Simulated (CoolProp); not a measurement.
The numbers come from the reference Helmholtz-energy equation of state, Smukala 2000 in CoolProp.

Problem. For ethylene, give the phase and the cp (kJ/(kg K)), cv (kJ/(kg K)), expansivity (1/kK), fugacity coefficient at 294.1 K and 11500 kPa.

Solution. 
- 294.1 K and 11500 kPa: supercritical; cp 3.51, cv 1.45, expansivity 7.96, fugacity coefficient 0.422
